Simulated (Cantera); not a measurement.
Ignition delay

Mixture: 6.86 % CH₄, 19.4 % O₂, 72.8 % N₂, 1.03 % CO₂, at 1.20 bar, adiabatic and at constant pressure. Ignition delay is the time to a rise of 400 K.

Computed with Cantera and GRI-Mech 3.0 (53 species, 325 reactions).

| T0 (K) | delay (ms) |
|---|---|
| 1123 | 104 |
| 1223 | 24.1 |
| 1323 | 6.48 |
| 1423 | 2.02 |
| 1523 | 0.734 |
| 1623 | 0.312 |
| 1723 | 0.152 |
| 1823 | 0.0816 |

```
Item                                                     Value
--------------------------------------------------  ----------
apparent activation energy between 1623 and 1823 K  160 kJ/mol
```
